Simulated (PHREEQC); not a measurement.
Solution (25 °C and 300 atm): 0.0043 mol H2SO4, 4.1e-05 mol FeSO4 and 4.9e-05 mol MgSO4 per kg of water. Closed to the air; pH follows from the charge balance.

Computed with PHREEQC (Pitzer model, pitzer.dat).

### Question
The ionic strength comes out as 0.0110 mol/kgw. What activity coefficients do Fe+2, Mg+2, HSO4-, SO4-2, H+ get?

### Answer
Fe+2 0.57, Mg+2 0.58, HSO4- 0.90, SO4-2 0.64, H+ 0.89. Single-ion values are on the MacInnes scale.

No solid was allowed to form. Under pressure, the constants of complexes without a molar volume in the database are unreliable.
